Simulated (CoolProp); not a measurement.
Properties of tetradecamethylhexasiloxane (MD4M) along the isobar 0.101 MPa.

The numbers come from the reference Helmholtz-energy equation of state, Thol 2019 in CoolProp.

| T (K) | phase | cp (kJ/(kg K)) | cv (kJ/(kg K)) | speed of sound (m/s) | Joule-Thomson coefficient (K/MPa) | isothermal compressibility (1/MPa) |
|---|---|---|---|---|---|---|
| 243.2 | liquid | 1.550 | 1.265 | 1145 | -0.5115 | 0.0009938 |
| 267 | liquid | 1.625 | 1.347 | 1058 | -0.4811 | 0.001177 |
| 290.9 | liquid | 1.691 | 1.419 | 976.6 | -0.4534 | 0.001398 |
| 314.8 | liquid | 1.751 | 1.485 | 901.0 | -0.4269 | 0.001669 |
| 338.7 | liquid | 1.807 | 1.545 | 830.0 | -0.4001 | 0.002002 |
| 362.6 | liquid | 1.859 | 1.603 | 762.8 | -0.3717 | 0.002419 |
| 386.4 | liquid | 1.909 | 1.657 | 699.0 | -0.3405 | 0.002945 |
| 410.3 | liquid | 1.958 | 1.709 | 637.4 | -0.3049 | 0.003630 |
| 434.2 | liquid | 2.005 | 1.760 | 577.8 | -0.2630 | 0.004538 |
| 458.1 | liquid | 2.052 | 1.809 | 519.6 | -0.2119 | 0.005780 |
| 482 | liquid | 2.099 | 1.857 | 462.5 | -0.1470 | 0.007543 |
| 505.8 | liquid | 2.145 | 1.904 | 406.2 | -0.06046 | 0.01016 |
| 529.7 | liquid | 2.194 | 1.950 | 349.6 | 0.06447 | 0.01434 |
| 553.6 | gas | 1.985 | 1.952 | 90.25 | 22.78 | 11.13 |
| 577.5 | gas | 2.026 | 1.996 | 94.04 | 18.98 | 10.88 |
